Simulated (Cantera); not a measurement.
An adiabatic, constant-volume homogeneous reactor starts with CH4 : C2H6 : O2 : N2 = 1 : 0.052 : 1.82 : 6.84 (molar parts), at 1100 K and 0.227 atm. Integrator tolerance rtol = 1e-08.

Cantera simulation using GRI-Mech 3.0 (53 species, 325 reactions); the numbers are that mechanism's predictions, not measurements.

```
quantity                                                            before                                      after
---------------------------------  ---------------------------------------  -----------------------------------------
time of steepest temperature rise                                  0.148 s                                    3.35 ms
temperature at 7.00 s                                               2714 K                                     3016 K
equilibrium temperature                                             2714 K                                     3016 K
x(CH4) at 7.00 s                     <1e-12 (gas-phase equilibrium <1e-12)  7.00e-12 (gas-phase equilibrium 8.17e-12)
x(C2H6) at 7.00 s                    <1e-12 (gas-phase equilibrium <1e-12)      <1e-12 (gas-phase equilibrium <1e-12)
x(O2) at 7.00 s                    0.00825 (gas-phase equilibrium 0.00825)    0.00221 (gas-phase equilibrium 0.00221)
x(H2) at 7.00 s                      0.0344 (gas-phase equilibrium 0.0344)      0.0265 (gas-phase equilibrium 0.0265)
x(NO) at 7.00 s                    0.00589 (gas-phase equilibrium 0.00589)    0.00461 (gas-phase equilibrium 0.00461)
x(O) at 7.00 s                     0.00449 (gas-phase equilibrium 0.00449)  0.000831 (gas-phase equilibrium 0.000831)
```

Q: Name the change that produced these shifts.
(A) initial temperature 1100 to 973 K
(B) initial temperature 1100 to 1023 K
(C) pressure from 0.227 atm to 15.8 atm
(D) CH4 1 to 1.5 parts

A: C, pressure from 0.227 atm to 15.8 atm
